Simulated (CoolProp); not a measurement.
Vapour-liquid equilibrium of R143a (1) + isobutene (2) at 259.3 K; x and y are mole fractions of (1).

Values from CoolProp's multi-fluid Helmholtz-energy mixture model, Lemmon and Jacobsen 2000 and Lemmon 2005; pair parameters Bell 2016.

```json
[
 {"x": "0.05", "bubble pressure (MPa)": "?", "y at the bubble point": "0.383", "dew pressure at overall composition x (MPa)": "0.08076", "liquid density (mol/L)": "11.35"},
 {"x": "0.2", "bubble pressure (MPa)": "0.2092", "y at the bubble point": "0.675", "dew pressure at overall composition x (MPa)": "0.09510", "liquid density (mol/L)": "11.50"},
 {"x": "0.35", "bubble pressure (MPa)": "?", "y at the bubble point": "0.762", "dew pressure at overall composition x (MPa)": "0.1154", "liquid density (mol/L)": "11.66"},
 {"x": "0.5", "bubble pressure (MPa)": "0.2948", "y at the bubble point": "0.814", "dew pressure at overall composition x (MPa)": "0.1463", "liquid density (mol/L)": "11.85"},
 {"x": "0.65", "bubble pressure (MPa)": "0.3244", "y at the bubble point": "?", "dew pressure at overall composition x (MPa)": "0.1977", "liquid density (mol/L)": "12.06"},
 {"x": "0.8", "bubble pressure (MPa)": "0.3533", "y at the bubble point": "0.909", "dew pressure at overall composition x (MPa)": "0.2853", "liquid density (mol/L)": "12.31"},
 {"x": "0.95", "bubble pressure (MPa)": "0.3830", "y at the bubble point": "?", "dew pressure at overall composition x (MPa)": "0.3733", "liquid density (mol/L)": "12.61"}
]
```

Q: Some entries are withheld; supply them.

A: 
- 0.05, bubble pressure (MPa): 0.1210
- 0.35, bubble pressure (MPa): 0.2599
- 0.65, y at the bubble point: 0.859
- 0.95, y at the bubble point: 0.973

No azeotrope shows between x = 0.05 and 0.95.

Pair parameters are fitted to limited data, so mixtures are less certain than the pure fluids.
